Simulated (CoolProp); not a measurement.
Carbon monoxide along the isotherm 98.3 K: Z from the reference equation and from simpler models built on Tc = 132.9 K, pc = 3498 kPa, ω = 0.050; each cubic takes its own stable root.

Computed with CoolProp (reference Helmholtz-energy equation of state, Lemmon 2006). It is a short technical equation, of lower accuracy than the large ones.

```json
[
 {"p (kPa)": "16.6", "phase": "gas", "reference": "0.9962", "van der Waals": "0.9971", "Soave-Redlich-Kwong": "0.9962", "Peng-Robinson": "0.9960"},
 {"p (kPa)": "31.5", "phase": "gas", "reference": "0.9928", "van der Waals": "0.9946", "Soave-Redlich-Kwong": "0.9928", "Peng-Robinson": "0.9924"},
 {"p (kPa)": "59.6", "phase": "gas", "reference": "0.9863", "van der Waals": "0.9896", "Soave-Redlich-Kwong": "0.9864", "Peng-Robinson": "0.9856"},
 {"p (kPa)": "113", "phase": "gas", "reference": "0.9738", "van der Waals": "0.9802", "Soave-Redlich-Kwong": "0.9739", "Peng-Robinson": "0.9724"},
 {"p (kPa)": "214", "phase": "gas", "reference": "0.9491", "van der Waals": "[?]", "Soave-Redlich-Kwong": "0.9496", "Peng-Robinson": "0.9467"},
 {"p (kPa)": "406", "phase": "gas", "reference": "0.8980", "van der Waals": "0.9250", "Soave-Redlich-Kwong": "[?]", "Peng-Robinson": "0.8946"},
 {"p (kPa)": "770", "phase": "liquid", "reference": "0.03687", "van der Waals": "0.8453", "Soave-Redlich-Kwong": "0.03753", "Peng-Robinson": "0.03313"},
 {"p (kPa)": "1460", "phase": "liquid", "reference": "0.06963", "van der Waals": "0.1016", "Soave-Redlich-Kwong": "0.07071", "Peng-Robinson": "0.06247"},
 {"p (kPa)": "2770", "phase": "liquid", "reference": "0.1311", "van der Waals": "0.1892", "Soave-Redlich-Kwong": "0.1327", "Peng-Robinson": "0.1174"},
 {"p (kPa)": "5250", "phase": "liquid", "reference": "[?]", "van der Waals": "0.3487", "Soave-Redlich-Kwong": "0.2469", "Peng-Robinson": "[?]"}
]
```

Q: What belongs in the gaps?

A: 
- 214, van der Waals: 0.9618
- 406, Soave-Redlich-Kwong: 0.9001
- 5250, reference: 0.2453
- 5250, Peng-Robinson: 0.2188

At some of these states van der Waals gives the other phase, because its saturation line lies elsewhere.
